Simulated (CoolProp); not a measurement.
The fluid at 408.15 K and 5.57 MPa flows at 0.42 m/s in a round tube of 100 mm bore and 45 µm roughness, fully developed (64/Re and Nu = 3.66 if laminar; Colebrook and Gnielinski if turbulent). The same conditions are run with several fluids, on thermodynamics alone (safety and materials aside).

Computed with CoolProp (reference Helmholtz-energy equation of state of each fluid (C3F8 (R218): Lemmon 2006; R407C: Lemmon 2003; R134a: Tillner-Roth 1994; R143a: Lemmon and Jacobsen 2000; R507A: Lemmon 2003)). Blends and air are pseudo-pure fits.

```
fluid        Reynolds number  Darcy friction factor  pressure drop (Pa/m)  heat-transfer coefficient (W/(m² K))  mass flow (kg/h)
-----------  ---------------  ---------------------  --------------------  ------------------------------------  ----------------
C3F8 (R218)           654000                 0.0171                  7.88                                   549              6200
R407C                 378000                 0.0176                  3.23                                   271              2470
R134a                 543000                 0.0173                  4.75                                   499              3700
R143a                 405000                 0.0176                  3.22                                   311              2470
R507A                 421000                 0.0175                  3.70                                   303              2840
```

Transport values come from each fluid's own correlations; those of C3F8 (R218), R134a, R143a are estimates that may be off by 10 % or more.
